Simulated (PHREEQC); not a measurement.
A solution holds 2.4 mol LiBr, 0.013 mol H3BO3 and 1.1 mol NaCl per kg of water, at 25 °C. Closed to the air; pH follows from the charge balance.

The numbers come from PHREEQC with the Pitzer model, pitzer.dat.

```json
[
 {"quantity": "pH", "before": "4.89", "after": "5.03"},
 {"quantity": "SI of Halite (NaCl)", "before": "-1.53", "after": "-3.59"}
]
```

Question: Name the change that produced these shifts.
A. H3BO3 left out
B. NaCl from 1.1 to 0.11 mol/kgw
C. 0.077 mol/kgw KBr added
D. temperature from 25 to 30 °C
E. LiBr left out

Answer: B, NaCl from 1.1 to 0.11 mol/kgw

No solid was allowed to form. In brines, pH and single-ion activities rest on the MacInnes convention.
